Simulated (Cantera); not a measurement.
A diamond (100) surface in a fixed gas of H2 with x(CH4) = 0.0074, x(H) = 0.0078, x(CH3) = 3e-05, 0.200 bar; coverages are run to steady state.

Detailed kinetics in Cantera: the Harris–Goodwin 1993 mechanism for the reconstructed diamond (100) surface.

One state of this run: growth (µm/h) = 2.82; θ c6HH = 0.618; θ c6H* = 0.0164; θ c6*H = 0.354; θ c6** = 0.00813; θ c6HM = 0.00232. θ: site fractions in the mechanism's names (c6HH fully hydrogenated, c6H* and c6*H radical sites, c6** diradical, c6HM methylated).

Which value of T (K) does it belong to?
A) 1350
B) 975
C) 1275
D) 1125

B, 975
